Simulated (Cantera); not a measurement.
Cantera run:

```python
import numpy as np
import cantera as ct

gas_names = [...]  # 47 gases of nasa_gas.yaml made of Cl, H, N, O, Si
cond_names = """
    H2O(s) H2O(L) NH4CL(a) NH4CL(b) Si(cr) Si(L) SiO2(Lqz) SiO2(hqz) SiO2(L) Si2N2O(s) Si3N4(a)
""".split()


# ... load() reads the species with a 1 bar reference pressure and builds the phases ...
atoms = {
    'SiCl4': {'Si': 1, 'CL': 4},
    'NO': {'N': 1, 'O': 1},
    'H2': {'H': 2},
}
top_T = {'Si2N2O(s)': 2100, 'Si3N4(a)': 2400}  # K; cautious upper limits of use, not melting points


# ... equilibrate(T, P, feed) seeds the gas with the atoms and calls Mixture.equilibrate('TP', solver="vcs", rtol=1e-11, max_steps=5000) ...
results = []
T = 773  # K
P = 1000  # Pa
for m in [2.9, 4.7, 6.6, 8.5, 10, 12, 14, 16]:
    feed = {'SiCl4': 1, 'NO': m, 'H2': 3.8}  # mol
    mix = equilibrate(T, P, feed)
    results.append((T, P, feed, dict(zip(mix.species_names, mix.species_moles))))
    x = sorted(zip(gas.X, gas.species_names), reverse=True)
    print(f"T = {T:g} K  P = {P:g} Pa  n(NO) = {m:g} mol  gas = {mix.phase_moles(0):.4g} mol")
    print("   x: " + "  ".join(f"{s} {v:.3e}" for v, s in x if v > 0.0001))
    print("   condensed (mol): " + ("  ".join(f"{mix.phase(i).name} {mix.phase_moles(i):.4g}"
          for i in range(1, mix.n_phases) if mix.phase_moles(i) > 1e-12) or "none"))
```

It prints:

```
T = 773 K  P = 1000 Pa  n(NO) = 2.9 mol  gas = 7.25 mol
   x: HCL 5.517e-01  N2 2.000e-01  H2O 1.241e-01  H2 1.241e-01
   condensed (mol): SiO2(Lqz) 1
T = 773 K  P = 1000 Pa  n(NO) = 4.7 mol  gas = 8.456 mol
   x: HCL 4.048e-01  N2 2.779e-01  H2O 2.470e-01  O2 3.616e-02  CL2 3.412e-02
   condensed (mol): SiO2(Lqz) 1
T = 773 K  P = 1000 Pa  n(NO) = 6.6 mol  gas = 10.29 mol
   x: N2 3.206e-01  HCL 3.077e-01  H2O 2.154e-01  O2 1.158e-01  CL2 4.046e-02
   condensed (mol): SiO2(Lqz) 1
T = 773 K  P = 1000 Pa  n(NO) = 8.5 mol  gas = 12.17 mol
   x: N2 3.493e-01  HCL 2.519e-01  H2O 1.864e-01  O2 1.739e-01  CL2 3.841e-02
   condensed (mol): SiO2(Lqz) 1
T = 773 K  P = 1000 Pa  n(NO) = 10 mol  gas = 13.65 mol
   x: N2 3.662e-01  HCL 2.210e-01  O2 2.090e-01  H2O 1.678e-01  CL2 3.598e-02
   condensed (mol): SiO2(Lqz) 1
T = 773 K  P = 1000 Pa  n(NO) = 12 mol  gas = 15.64 mol
   x: N2 3.835e-01  O2 2.457e-01  HCL 1.901e-01  H2O 1.478e-01  CL2 3.278e-02
   condensed (mol): SiO2(Lqz) 1
T = 773 K  P = 1000 Pa  n(NO) = 14 mol  gas = 17.64 mol
   x: N2 3.969e-01  O2 2.742e-01  HCL 1.670e-01  H2O 1.320e-01  CL2 2.991e-02
   condensed (mol): SiO2(Lqz) 1
T = 773 K  P = 1000 Pa  n(NO) = 16 mol  gas = 19.63 mol
   x: N2 4.075e-01  O2 2.970e-01  HCL 1.489e-01  H2O 1.191e-01  CL2 2.743e-02
   condensed (mol): SiO2(Lqz) 1
```

Equilibrium computed with Cantera from the NASA thermochemical tables; the gas is ideal and each condensed phase is pure.
